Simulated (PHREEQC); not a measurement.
A solution holds 0.0035 mol Cu(BF4)2, 0.00076 mol HBF4 and 0.00012 mol NaCl per kg of water, at 25 °C. It is in equilibrium with CO2 at log p = -1 (atm). Otherwise closed; pH follows from the charge balance.

Model: ion-association model, phreeqc.dat, run in PHREEQC.

Each row changes one thing in this solution. This is a speciation only: nothing precipitates in the calculation.

```
case                                                pH  ionic strength (mol/kgw)  BF4- (mol/kgw)  HF (mol/kgw)  F- (mol/kgw)  H3BO3 (mol/kgw)
------------------------------------------------  ----  ------------------------  --------------  ------------  ------------  ---------------
as made                                           2.84                    0.0121         0.00580       0.00362       0.00187          0.00115
NaCl left out                                     2.84                    0.0119         0.00580       0.00362       0.00187          0.00115
HBF4 left out                                      [?]                    0.0116         0.00505       0.00326       0.00223          0.00115
Cu(BF4)2 replaced by NH4BF4 at the same molality  2.88                   0.00504         0.00275       0.00305       0.00166          0.00103
diluted 10-fold with water                         [?]                   0.00179         9.59e-5       0.00129       0.00127         0.000623
NaCl from 0.00012 to 0.00024 mol/kgw              2.84                    0.0122         0.00580       0.00362       0.00188          0.00115
NaCl replaced by Na2B4O7 at the same molality     2.88                    0.0120         0.00582       0.00331       0.00187          0.00151
NaCl replaced by (CH3)4NCl at the same molality   2.84                    0.0121         0.00580       0.00362       0.00187          0.00115
0.0025 mol/kgw LiCl added                         2.84                    0.0145         0.00580       0.00361       0.00189          0.00115
```

**Question.** Some entries are withheld; supply them.

**Answer.** 
- HBF4 left out, pH: 2.96
- diluted 10-fold with water, pH: 3.15

Real BF4- forms and hydrolyses slowly; the run takes it at equilibrium.
